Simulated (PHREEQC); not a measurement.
2.4 g of hydrous ferric oxide (600 m²/g; 0.2 weak and 0.005 strong sites per Fe, Dzombak-Morel constants, diffuse double layer) in 1 kg of water with 0.005 mol/kgw of an inert sodium salt and 10 mmol/kgw NiCl2, 0.59 mmol/kgw Ag2SO4 and 0.022 mmol/kgw PbCl2, at 25 °C; the pH is set by adding NaOH or the inert anion's acid. O2 is buffered at 0.21 atm. No CO2 enters from the air. Precipitation was switched off in this run.

Base run: PHREEQC, ion-association model, wateq4f.dat. Each further column changes one thing. The table gives Ni sorbed (%).

```csv
pH,base,no electrostatic term (-no_edl),background salt from 0.005 to 0.0005 mol/kgw,oxide from 2.4 to 12 g/kgw
4,0.1,0.1,0.1,0.3
5,1.1,1.4,1.1,5.6
6.5,20.9,44.2,20.8,65.8
7.5,32.7,54.7,32.5,97.3
8.5,34.4,55.0,34.1,99.9
9.5,33.1,55.0,32.8,100.0
11,28.0,47.4,27.9,100.0
12,22.3,1.1,22.4,98.7
```

In at least one series the solution becomes supersaturated in solids that the run did not let form, among them Ni(OH)2, Ni4(OH)6SO4, Cerargyrite, Ag2O.
